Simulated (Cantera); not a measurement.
A perfectly stirred reactor is fed with CO : H2 : CH4 : O2 : N2 : H2O = 1 : 0.61 : 0.051 : 0.648 : 2.44 : 0.9 (molar parts), at 6.42 atm; it is adiabatic with a 423 K inlet, and is followed from long to short residence time, starting on the burning branch (τ in s: 0.02, 0.0093, 0.0042, 0.0019, 0.00086, 0.00039, 0.00018, 8e-05, 3.6e-05).

Detailed kinetics in Cantera: GRI-Mech 3.0 (53 species, 325 reactions).

What does this change do: pressure from 6.42 atm to 1.18 atm?


| quantity | before | after |
|---|---|---|
| blow-out, bracketed by the residence times tried | burning at 36.0 µs, the shortest tried | burning at 80.0 µs, out at 36.0 µs |
| x(CO) at τ = 20.0 ms | 0.0709 | 0.0713 |
| x(H2) at τ = 20.0 ms | 0.0308 | 0.0314 |
| x(CH4) at τ = 20.0 ms | 6.88e-6 | 2.49e-6 |
| x(NO) at τ = 20.0 ms | 2.62e-5 | 5.43e-5 |
| x(C2H6) at τ = 20.0 ms | 6.63e-11 | 6.92e-12 |
| x(CO) at τ = 0.860 ms | 0.0723 | 0.0756 |
| x(H2) at τ = 0.860 ms | 0.0311 | 0.0353 |
| x(CH4) at τ = 0.860 ms | 1.70e-5 | 1.39e-5 |
| x(NO) at τ = 0.860 ms | 3.18e-5 | 2.79e-5 |
| x(C2H6) at τ = 0.860 ms | 5.50e-10 | 8.39e-11 |

What does this change do: inlet temperature 423 to 650 K?


```
quantity                                                                          before                                   after
------------------------------------------------  --------------------------------------  --------------------------------------
blow-out, bracketed by the residence times tried  burning at 36.0 µs, the shortest tried  burning at 36.0 µs, the shortest tried
x(CO) at τ = 20.0 ms                                                              0.0709                                  0.0730
x(H2) at τ = 20.0 ms                                                              0.0308                                  0.0290
x(CH4) at τ = 20.0 ms                                                            6.88e-6                                 2.89e-6
x(NO) at τ = 20.0 ms                                                             2.62e-5                                 9.58e-5
x(C2H6) at τ = 20.0 ms                                                          6.63e-11                                5.79e-12
x(CO) at τ = 0.860 ms                                                             0.0723                                  0.0745
x(H2) at τ = 0.860 ms                                                             0.0311                                  0.0296
x(CH4) at τ = 0.860 ms                                                           1.70e-5                                 9.84e-6
x(NO) at τ = 0.860 ms                                                            3.18e-5                                 6.54e-5
x(C2H6) at τ = 0.860 ms                                                         5.50e-10                                1.10e-10
```
